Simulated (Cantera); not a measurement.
Input (Python, Cantera) and output of one run.

```python
import numpy as np
import cantera as ct

gas_names = """
    C CN CO CO2 C2 CCN CNC C2N2 C2O C3 C3O2 C4 C4N2 C5 N NCO NO NO2 NO3 N2 N2O O O2 O3 Pb PbO Pb2
""".split()
cond_names = """
    C(gr) Pb(cr) Pb(L) PbO(rd) PbO(yw) PbO(L) PbO2(s) Pb3O4(s)
""".split()


# ... load() reads the species with a 1 bar reference pressure and builds the phases ...
atoms = {
    'PbO': {'Pb': 1, 'O': 1},
    'CO': {'C': 1, 'O': 1},
    'N2': {'N': 2},
}
top_T = {'C(gr)': 4500, 'Pb3O4(s)': 820}  # K; cautious upper limits of use, not melting points


# ... equilibrate(T, P, feed) seeds the gas with the atoms and calls Mixture.equilibrate('TP', solver="vcs", rtol=1e-11, max_steps=5000) ...
results = []
feed = {'PbO': 1, 'CO': 8.6, 'N2': 3.9}  # mol
for P in [10, 36, 130, 460, 1700, 6000, 22000, 77000, 280000, 1000000]:
    for T in [1098, 1148, 1198, 1248, 1298, 1348, 1398, 1448, 1498]:
        mix = equilibrate(T, P, feed)
        results.append((T, P, feed, dict(zip(mix.species_names, mix.species_moles))))

for T, P, feed, n in results:
    print(f"{T:7g} {P:10.4g}  " + (" + ".join(c for c in cond_names if n.get(c, 0) > 1e-12) or "gas only"))
```

Result:

```
   1098         10  gas only
   1148         10  gas only
   1198         10  gas only
   1248         10  gas only
   1298         10  gas only
   1348         10  gas only
   1398         10  gas only
   1448         10  gas only
   1498         10  gas only
   1098         36  gas only
   1148         36  gas only
   1198         36  gas only
   1248         36  gas only
   1298         36  gas only
   1348         36  gas only
   1398         36  gas only
   1448         36  gas only
   1498         36  gas only
   1098        130  gas only
   1148        130  gas only
   1198        130  gas only
   1248        130  gas only
   1298        130  gas only
   1348        130  gas only
   1398        130  gas only
   1448        130  gas only
   1498        130  gas only
   1098        460  Pb(L)
   1148        460  Pb(L)
   1198        460  gas only
   1248        460  gas only
   1298        460  gas only
   1348        460  gas only
   1398        460  gas only
   1448        460  gas only
   1498        460  gas only
   1098       1700  Pb(L)
   1148       1700  Pb(L)
   1198       1700  Pb(L)
   1248       1700  gas only
   1298       1700  gas only
   1348       1700  gas only
   1398       1700  gas only
   1448       1700  gas only
   1498       1700  gas only
   1098       6000  Pb(L)
   1148       6000  Pb(L)
   1198       6000  Pb(L)
   1248       6000  Pb(L)
   1298       6000  Pb(L)
   1348       6000  gas only
   1398       6000  gas only
   1448       6000  gas only
   1498       6000  gas only
   1098    2.2e+04  Pb(L)
   1148    2.2e+04  Pb(L)
   1198    2.2e+04  Pb(L)
   1248    2.2e+04  Pb(L)
   1298    2.2e+04  Pb(L)
   1348    2.2e+04  Pb(L)
   1398    2.2e+04  Pb(L)
   1448    2.2e+04  Pb(L)
   1498    2.2e+04  gas only
   1098    7.7e+04  Pb(L)
   1148    7.7e+04  Pb(L)
   1198    7.7e+04  Pb(L)
   1248    7.7e+04  Pb(L)
   1298    7.7e+04  Pb(L)
   1348    7.7e+04  Pb(L)
   1398    7.7e+04  Pb(L)
   1448    7.7e+04  Pb(L)
   1498    7.7e+04  Pb(L)
   1098    2.8e+05  C(gr) + Pb(L)
   1148    2.8e+05  Pb(L)
   1198    2.8e+05  Pb(L)
   1248    2.8e+05  Pb(L)
   1298    2.8e+05  Pb(L)
   1348    2.8e+05  Pb(L)
   1398    2.8e+05  Pb(L)
   1448    2.8e+05  Pb(L)
   1498    2.8e+05  Pb(L)
   1098      1e+06  C(gr) + Pb(L)
   1148      1e+06  C(gr) + Pb(L)
   1198      1e+06  Pb(L)
   1248      1e+06  Pb(L)
   1298      1e+06  Pb(L)
   1348      1e+06  Pb(L)
   1398      1e+06  Pb(L)
   1448      1e+06  Pb(L)
   1498      1e+06  Pb(L)
```

Equilibrium computed with Cantera from the NASA thermochemical tables; the gas is ideal and each condensed phase is pure.
